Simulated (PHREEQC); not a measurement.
Make-up at 20 °C: 0.00079 mol H2SeO4, 0.0037 mol H2SO4 and 0.00072 mol CaCl2 per kg of water. Closed to the air; pH follows from the charge balance.

Model: ion-association model, wateq4f.dat, run in PHREEQC.

| quantity | before | after |
|---|---|---|
| pH | 2.15 | 2.22 |
| ionic strength (mol/kgw) | 0.0127 | 0.0105 |
| SO4-2 (mol/kgw) | 0.00248 | 0.00156 |
| HSO4- (mol/kgw) | 0.00109 | 0.00202 |
| SeO4-2 (mol/kgw) | 0.000659 | 0.000501 |
| HSeO4- (mol/kgw) | 0.000131 | 0.000289 |

**Question.** Which change was made?
A. H2SO4 from 0.0037 to 0.037 mol/kgw
B. H2SO4 replaced by Cs2SO4 at the same molality
C. temperature from 20 to 70 °C
D. H2SO4 from 0.0037 to 0.00037 mol/kgw
E. H2SeO4 from 0.00079 to 0.00395 mol/kgw

**Answer.** C, temperature from 20 to 70 °C

No solid was allowed to form. Constants without temperature data keep their 25 °C values here.
